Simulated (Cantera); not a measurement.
## Ignition delay

Mixture: 12.8 % CH₄, 18.3 % O₂, 68.8 % N₂, equivalence ratio 1.4, at 10.0 bar, adiabatic and at constant volume. Ignition delay is the time to a rise of 400 K.

Detailed kinetics in Cantera: GRI-Mech 3.0 (53 species, 325 reactions).

```tsv
T0 (K)	delay (ms)
1100	19.9
1150	10.1
1200	5.32
1250	2.90
1300	1.62
1350	0.930
```

```yaml
apparent activation energy between 1250 and 1350 K: 160 kJ/mol
```
